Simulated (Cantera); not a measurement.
**Ignition delay**

Mixture: 27.4 % H2, 15.8 % O2, 56.8 % N2, equivalence ratio 0.87, at 51000 Pa, adiabatic and at constant volume. Ignition delay is the time to a rise of 400 K.

Computed with Cantera and GRI-Mech 3.0 (53 species, 325 reactions). Where the delays flatten at high temperature, the 400 K rule measures the pace of heat release, not the induction time.

```tsv
T0 (K)	delay (ms)
1175	0.0965
1275	0.0621
1375	0.0456
1475	0.0375
1575	0.0342
1675	0.0339
1775	0.0358
1875	0.0393
```
